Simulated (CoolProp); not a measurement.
Saturated liquid density (kg/m³) of CF4 (R14): the reference equation beside estimates from Tc = -45.8 °C, pc = 3.762 MPa, ω = 0.178. Rackett uses Z = 0.29056 − 0.08775 ω.

The numbers come from the reference Helmholtz-energy equation of state, Platzer 1990 in CoolProp. This equation is an older, rougher fit; its heat capacities, sound speeds and derivatives of the liquid may be far off and weren't checked against measurements.

| T (°C) | reference | Rackett | van der Waals | Redlich-Kwong |
|---|---|---|---|---|
| -93.35 | 1398 | (withheld) | 912.6 | 1293 |
| -89.25 | (withheld) | 1425 | 893.0 | 1258 |
| -85.05 | 1340 | 1393 | 871.8 | 1220 |
| -80.95 | 1308 | 1359 | 850.0 | 1181 |
| -76.85 | 1275 | 1324 | 826.8 | (withheld) |
| -72.65 | 1239 | 1285 | 801.3 | 1093 |
| -68.55 | 1200 | 1244 | 774.4 | 1045 |
| -64.45 | (withheld) | 1199 | 744.9 | 992.4 |
| -60.25 | 1107 | 1147 | 711.1 | 932.8 |
| -56.15 | 1050 | 1088 | 673.0 | 866.3 |
| -52.05 | 976.5 | 1013 | 626.5 | 786.3 |

Task: Some entries are withheld; supply them.

Result: 
- -93.35, Rackett: 1455
- -89.25, reference: 1370
- -76.85, Redlich-Kwong: 1139
- -64.45, reference: 1157

Absolute difference from the reference over all 11 rows, mean and median: Rackett 3.8 and 3.7 %, van der Waals 35.3 and 35.3 %, Redlich-Kwong 12.4 and 11.8 %.
